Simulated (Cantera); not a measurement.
Source: NASA polynomial tables (part measured, part estimated), evaluated in Cantera. Values are per mole of reaction as written; species without (g) are pure solids or liquids, kept so even where they would boil at 1 bar. TiC: taken at fixed stoichiometry.

4 H(g) + 2 TiC ⇌ 2 Ti + C₂H₄(g), with ΔH° = -451.4 kJ and ΔS° = -226.9 J/K at 300 K.

### Question
How far is the shortcut ΔG° ≈ ΔH°(300 K) − T·ΔS°(300 K) from the full temperature-dependent value at 425, 625, 825, 1025, 1225, 1425, 1625, 1825, 2025, 2225, 2425 K?

### Answer
```tsv
T (K)	shortcut (kJ)	full (kJ)	difference (kJ)	difference in log10 K	condensed phases
425	-355.0	-353.6	-1.3	0.17	TiC(s), Ti(α)
625	-309.6	-301.8	-7.7	0.65	TiC(s), Ti(α)
825	-264.2	-246.8	-17.4	1.10	TiC(s), Ti(α)
1025	-218.8	-190.0	-28.8	1.47	TiC(s), Ti(α)
1225	-173.4	-132.7	-40.8	1.74	TiC(s), Ti(β)
1425	-128.1	-75.5	-52.6	1.93	TiC(s), Ti(β)
1625	-82.7	-17.7	-64.9	2.09	TiC(s), Ti(β)
1825	-37.3	40.3	-77.6	2.22	TiC(s), Ti(β)
2025	8.1	97.3	-89.2	2.30	TiC(s), Ti(l)
2225	53.4	152.3	-98.8	2.32	TiC(s), Ti(l)
2425	98.8	207.1	-108.3	2.33	TiC(s), Ti(l)
```
The shortcut ignores heat capacities and the phase changes listed.
